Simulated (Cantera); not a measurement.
Charge: 1 mol NiS, 2.5 mol H2, held at 1950 K and 1.00 Torr.

Equilibrium computed with Cantera from the NASA thermochemical tables; the gas is ideal and each condensed phase is pure. Candidate condensed phases: Ni, NiS, NiS2, Ni3S2, Ni3S4, S; 9 gas species. Kinetics and transport are ignored.

Base state: H2 0.717, S2 0.119, Ni 0.0768, H 0.0266, S 0.0214, SH 0.0186, NiS 0.0150, H2S 0.00612 (mole fractions); condensed: Ni(l).

Question: What changes in the equilibrium state with this change: NiS replaced by V2O3?

Answer: 
| species | before | after |
|---|---|---|
| H2 | 0.717 | 0.941 |
| H | 0.0266 | 0.0305 |
| H2O | 0 | 0.0235 |
| S2 | 0.119 | 0 |
| Ni | 0.0768 | 0 |
| S | 0.0214 | 0 |
| SH | 0.0186 | 0 |
| NiS | 0.0150 | 0 |
| VO2 | 0 | 0.00448 |
| H2S | 0.00612 | 0 |
| VO | 0 | 0.000658 |
| Ni(l), mol | 0.692 | 0 |
| VO(s), mol | 0 | 0.130 |
| V2O3(s), mol | 0 | 0.929 |
Mutual solubility and eutectic melting of coexisting phases are not modelled. VO: taken at fixed stoichiometry. Condensed phases not in the tables: the oxides between V2O3 and V2O5 other than VO2. Further candidate phases: H2O, V, VO, V2O3, V2O4, V2O5.

Question: What changes in the equilibrium state with this change: NiS replaced by PbS?

Answer: 
```
species      before    after
----------  -------  -------
H2            0.717    0.604
Pb                0    0.205
S2            0.119   0.0842
Ni           0.0768        0
PbS               0   0.0459
NiS          0.0150        0
SH           0.0186   0.0144
S            0.0214   0.0181
H            0.0266   0.0244
H2S         0.00612  0.00434
Ni(l), mol    0.692        0
```
Further candidate phases: Pb, PbS.
